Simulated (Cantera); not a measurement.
An adiabatic, constant-pressure homogeneous reactor starts with C₃H₈ : O₂ : N₂ = 1 : 13.9 : 52.2 (molar parts), equivalence ratio 0.36, at 1748 K and 0.290 bar.

Detailed kinetics in Cantera: GRI-Mech 3.0 (53 species, 325 reactions). GRI-Mech 3.0 was tuned for natural gas; its chemistry of propane as a main component is partial and can be far from experiment.

Predict: time of steepest temperature rise; temperature at 0.200 s; equilibrium temperature; x(O₂) at 0.200 s; x(CO₂) at 0.200 s.


* **time of steepest temperature rise**: 41.0 µs
* **temperature at 0.200 s**: 2388 K
* **equilibrium temperature**: 2388 K
* **x(O₂) at 0.200 s**: 0.121 (gas-phase equilibrium 0.121)
* **x(CO₂) at 0.200 s**: 0.0395 (gas-phase equilibrium 0.0395)
